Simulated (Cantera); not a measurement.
Feed: 1 mol BCl3, 31 mol H2, 3.2 mol N2, at 998 K and 0.570 bar.

Equilibrium computed with Cantera from the NASA thermochemical tables; the gas is ideal and each condensed phase is pure. Candidate condensed phases: B, BN, NH4Cl; 21 gas species. N2 is the only nitrogen source here; it is nearly inert below about 1500 K, so the nitride shown seldom forms there in practice. Rates play no part.

Base state: H2 0.838, HCl 0.0852, N2 0.0767, NH3 7.14e-5 (mole fractions); condensed: BN(s).

Q: What changes in the equilibrium state with this change: temperature from 998 K to 2075 K?

A: 
```tsv
species	before	after
H2	0.838	0.835
HCl	0.0852	0.0843
N2	0.0767	0.0768
H	2.61e-9	0.00322
BCl	<1e-9	0.000400
Cl	<1e-9	0.000240
BH2	<1e-9	5.26e-5
BCl2	<1e-9	4.16e-5
BCl3	3.76e-9	1.29e-5
NH3	7.14e-5	2.15e-6
BN(s), mol	1.00	0.982
```
The tables' values for BCl, BH2, BCl2 are old estimates; treat these amounts as uncertain.
